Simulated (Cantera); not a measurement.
A diamond (100) surface in a fixed gas of H2 with x(CH4) = 0.0027, x(H) = 0.0006, x(CH3) = 0.0016, at 1023 K; coverages are run to steady state.

Computed with Cantera and the Harris–Goodwin 1993 mechanism for the reconstructed diamond (100) surface.

θ: site fractions in the mechanism's names (c6HH fully hydrogenated, c6H* and c6*H radical sites, c6** diradical, c6HM methylated).

```json
[
 {"P (Pa)": "840", "growth (µm/h)": "1.17", "θ c6HH": "0.433", "θ c6H*": "0.0146", "θ c6*H": "0.281", "θ c6**": "?", "θ c6HM": "0.188"},
 {"P (Pa)": "1500", "growth (µm/h)": "2.71", "θ c6HH": "0.384", "θ c6H*": "0.0129", "θ c6*H": "0.247", "θ c6**": "?", "θ c6HM": "0.249"},
 {"P (Pa)": "2700", "growth (µm/h)": "5.91", "θ c6HH": "0.339", "θ c6H*": "0.0112", "θ c6*H": "0.216", "θ c6**": "?", "θ c6HM": "0.306"},
 {"P (Pa)": "4700", "growth (µm/h)": "11.6", "θ c6HH": "0.305", "θ c6H*": "0.0100", "θ c6*H": "0.193", "θ c6**": "?", "θ c6HM": "0.348"},
 {"P (Pa)": "8400", "growth (µm/h)": "22.5", "θ c6HH": "0.281", "θ c6H*": "0.00915", "θ c6*H": "0.176", "θ c6**": "0.00284", "θ c6HM": "0.379"},
 {"P (Pa)": "15000", "growth (µm/h)": "42.2", "θ c6HH": "0.265", "θ c6H*": "0.00858", "θ c6*H": "0.165", "θ c6**": "0.00266", "θ c6HM": "0.399"},
 {"P (Pa)": "27000", "growth (µm/h)": "78.2", "θ c6HH": "0.255", "θ c6H*": "0.00824", "θ c6*H": "0.158", "θ c6**": "0.00255", "θ c6HM": "0.411"},
 {"P (Pa)": "48000", "growth (µm/h)": "141", "θ c6HH": "0.249", "θ c6H*": "0.00805", "θ c6*H": "0.154", "θ c6**": "0.00249", "θ c6HM": "0.418"}
]
```

Some entries are withheld; supply them.


- 840, θ c6**: 0.00454
- 1500, θ c6**: 0.00399
- 2700, θ c6**: 0.00349
- 4700, θ c6**: 0.00311
